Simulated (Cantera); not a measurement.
A closed system holds: 1 mol Si, 9.7 mol HCl, 1.3 mol N2, at 1425 K and 2.20e-5 bar.

Equilibrium computed with Cantera from the NASA thermochemical tables; the gas is ideal and each condensed phase is pure. Candidate condensed phases: NH4Cl, Si, Si3N4; 28 gas species. The tables' values for SiCl3 are old estimates; treat these amounts as uncertain. Equilibrium is a limit: real reactors are often held back by kinetics, nucleation or transport.

Base state: HCl 0.693, N2 0.118, H2 0.0947, SiCl2 0.0865, SiCl3 0.00379, Cl 0.00268, SiCl4 0.000652, H 0.000447 (mole fractions); condensed: gas only.

### Question
What changes in the equilibrium state with this change: temperature from 1425 K to 1350 K?

### Answer
```
species    before     after
-------  --------  --------
HCl         0.693     0.691
N2          0.118     0.119
H2         0.0947    0.0973
SiCl2      0.0865    0.0827
SiCl3     0.00379   0.00629
SiCl4    0.000652   0.00239
Cl        0.00268  0.000938
H        0.000447  0.000158
SiHCl3    6.97e-6   1.92e-5
```
